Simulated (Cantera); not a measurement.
What does this Cantera script print?

```python
import numpy as np
import cantera as ct

gas_names = """
    C CH CH2 CH3 CH4 C2 C2H C2H2,acetylene C2H2,vinylidene C2H3,vinyl C2H4 C2H5 C2H6 C3 C3H3,propargyl
    C3H4,allene C3H4,propyne C3H4,cyclo- C3H5,allyl C3H6,propylene C3H6,cyclo- C3H7,n-propyl
    C3H7,i-propyl C3H8 C4 C4H2 C4H4,1,3-cyclo- C4H6,butadiene C4H6,2-butyne C4H6,cyclo- C4H8,1-butene
    C4H8,cis2-buten C4H8,tr2-butene C4H8,isobutene C4H8,cyclo- C4H9,n-butyl C4H9,i-butyl C4H9,s-butyl
    C4H9,t-butyl C4H10,isobutane C4H10,n-butane C5 C5H6,1,3cyclo- C5H8,cyclo- C5H10,1-pentene
    C5H10,cyclo- C5H11,pentyl C5H11,t-pentyl C5H12,n-pentane C5H12,i-pentane CH3C(CH3)2CH3 C6H2
    C6H5,phenyl C6H6 C6H10,cyclo- C6H12,1-hexene C6H12,cyclo- C6H13,n-hexyl C7H7,benzyl C7H8
    C7H14,1-heptene C7H15,n-heptyl C7H16,n-heptane C8H8,styrene C8H10,ethylbenz C8H16,1-octene
    C8H17,n-octyl C8H18,isooctane C8H18,n-octane C9H19,n-nonyl C10H8,naphthale C10H21,n-decyl
    C12H9,o-bipheny C12H10,bipheny H H2 Si SiC SiC2 SiC4H12 SiH SiH2 SiH3 SiH4 Si2 Si2C Si3
""".split()
cond_names = """
    C(gr) C6H6(L) C7H8(L) C8H18(L),n-octa Si(cr) Si(L) SiC(b)
""".split()


def load(file, names, dense=False):
    # The tables refer to 1 bar. Condensed volumes are neglected.
    table = {s.name: s for s in ct.Species.list_from_file(file)}
    out = []
    for n in names:
        d = dict(table[n].input_data)
        d["thermo"] = dict(d["thermo"], **{"reference-pressure": 1e5})
        if dense:
            d["equation-of-state"] = {"model": "constant-volume", "density": "1e6 g/cm^3"}
        out.append(ct.Species.from_dict(d))
    return out


gas = ct.Solution(thermo="ideal-gas", species=load("nasa_gas.yaml", gas_names))
cond = {s.name: ct.Solution(thermo="fixed-stoichiometry", species=[s], name=s.name)
        for s in load("nasa_condensed.yaml", cond_names, dense=True)}
atoms = {
    'CH3SiH3': {'C': 1, 'H': 6, 'Si': 1},
    'C2H2': {'C': 2, 'H': 2},
    'H2': {'H': 2},
}
top_T = {'C(gr)': 4500, 'SiC(b)': 3050}  # K; cautious upper limits of use, not melting points


def equilibrate(T, P, feed):
    n = {}
    for name, mol in feed.items():
        for a, k in atoms[name].items():
            n[a] = n.get(a, 0.0) + k * mol
    gas.TPX = T, P, n
    mass = sum(n.values()) * gas.mean_molecular_weight
    gas.equilibrate("TP")
    valid = [c for c in cond.values() if c.min_temp <= T <= top_T.get(c.name, c.max_temp)]
    mix = ct.Mixture([(gas, mass / gas.mean_molecular_weight)] + [(c, 0.0) for c in valid])
    mix.T, mix.P = T, P
    mix.equilibrate("TP", solver="gibbs", rtol=1e-10, max_steps=50000)
    return mix


results = []
feed = {'CH3SiH3': 1, 'C2H2': 0.016, 'H2': 5.7}  # mol
P = 1000  # Pa
for T in [1075, 1225, 1375, 1525, 1675, 1825, 1975, 2125, 2275, 2425, 2575]:
    mix = equilibrate(T, P, feed)
    results.append((T, P, feed, dict(zip(mix.species_names, mix.species_moles))))

top = {s: max(r[3][s] / sum(r[3][g] for g in gas_names) for r in results) for s in gas_names}
cols = sorted((s for s in top if top[s] > 1e-06), key=lambda s: -top[s])[:6]
seen = [c for c in cond_names if any(r[3].get(c, 0) > 1e-12 for r in results)]
print("log10 of partial pressures in bar; condensed amounts in mol")
print(f"{'T/K':>10s}" + "".join(f"{s[:9]:>10s}" for s in cols + seen))
for T, P, feed, n in results:
    ng = sum(n[g] for g in gas_names)
    print(f"{T:10.4g}" + "".join(f"{np.log10(max(n[s] / ng * P / 1e5, 1e-99)):10.3f}" for s in cols)
          + "".join(f"{n.get(c, 0):10.4g}" for c in seen))
```

Result:

```
log10 of partial pressures in bar; condensed amounts in mol
       T/K        H2         H        Si      SiC2 C2H2,acet      Si2C     C(gr)    SiC(b)
      1075    -2.000    -8.834   -17.263   -22.252   -10.124   -22.147   0.02807         1
      1225    -2.000    -7.506   -14.170   -18.188    -8.790   -18.152   0.03085         1
      1375    -2.000    -6.465   -11.755   -15.022    -7.750   -15.041   0.03153         1
      1525    -2.000    -5.626    -9.820   -12.486    -6.918   -12.553   0.03159         1
      1675    -2.001    -4.935    -8.234   -10.412    -6.237   -10.520   0.03089         1
      1825    -2.002    -4.357    -6.911    -8.685    -5.670    -8.828   0.02832    0.9999
      1975    -2.006    -3.867    -5.792    -7.226    -5.194    -7.401   0.02225    0.9983
      2125    -2.017    -3.449    -4.833    -5.978    -4.793    -6.180   0.01681     0.984
      2275    -2.044    -3.093    -4.001    -4.899    -4.463    -5.126   0.05941    0.8786
      2425    -2.116    -2.805    -3.274    -3.957    -4.224    -4.206    0.4231    0.1933
      2575    -2.201    -2.561    -3.207    -3.703    -4.034    -4.545    0.3303         0
```

Method: chemical equilibrium by Gibbs-energy minimisation in Cantera with the NASA 1993 tables (ideal gas, pure condensed phases). The feed counts by its element totals alone. Gases not in the tables: Si2H6 and higher silanes.
